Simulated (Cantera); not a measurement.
A closed system holds: 1 mol Al(CH₃)₃, 2 mol N₂, equilibrated at 1700 °C and 0.133 bar.

Cantera equilibrium calculation (NASA polynomials, part measured and part estimated; ideal gas, pure solids and liquids). Candidate condensed phases: Al, AlN, C, C₆H₆, C₇H₈, C₈H₁₈; 97 gas species. The feed counts by its element totals alone. Equilibrium is a limit: real reactors are often held back by kinetics, nucleation or transport.

### Question
What is the equilibrium state?

### Answer
* **x(H₂)**: 0.743
* **x(N₂)**: 0.247
* **x(HCN)**: 0.00567
* **x(H)**: 0.00319
* **x(Al)**: 0.000506
* **x(C₂H₂ (acetylene))**: 0.000476
* **x(HNC)**: 0.000307
* **x(AlH)**: 4.73e-5
* **x(CH₄)**: 3.36e-5
* **n(AlN(s))**: 0.997 mol
* **n(C(graphite))**: 2.96 mol
* **gas amount**: 6.014 mol
* **log10 activity of Al(l) (absent)**: -1.84
